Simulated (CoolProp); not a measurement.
CHF3 (R23) along the isotherm 340.6 K: density (kg/m³) from the reference equation and from simpler models built on Tc = 299.3 K, pc = 48.32 bar, ω = 0.263; each cubic takes its own stable root.

Values from CoolProp's reference Helmholtz-energy equation of state, Penoncello 2003.

| p (bar) | phase | reference |
|---|---|---|
| 1.73 | gas | 4.313 |
| 3.45 | gas | 8.673 |
| 5.18 | gas | 13.13 |
| 6.9 | gas | 17.65 |
| 8.63 | gas | 22.27 |
| 10.4 | gas | 27.09 |
| 12.1 | gas | 31.80 |
| 13.8 | gas | 36.60 |
| 15.5 | gas | 41.50 |
| 17.3 | gas | 46.79 |
| 19 | gas | 51.89 |
| 20.7 | gas | 57.09 |
| 22.4 | gas | 62.40 |
| 24.2 | gas | 68.15 |

Question: How far does each simpler model (ideal gas, van der Waals, Redlich-Kwong, Soave-Redlich-Kwong, Peng-Robinson) lie from the reference over these 14 states: mean and median of the absolute difference, and the worst?

Answer: 
- ideal gas: mean 6.4 %, median 6.3 %, worst -12.2 % at 340.6 K and 24.2 bar
- van der Waals: mean 0.3 %, median 0.3 %, worst -0.4 % at 340.6 K and 22.4 bar
- Redlich-Kwong: mean 0.1 %, median 0.1 %, worst +0.2 % at 340.6 K and 24.2 bar
- Soave-Redlich-Kwong: mean 0.5 %, median 0.4 %, worst -1.0 % at 340.6 K and 24.2 bar
- Peng-Robinson: mean 0.5 %, median 0.5 %, worst +0.8 % at 340.6 K and 24.2 bar
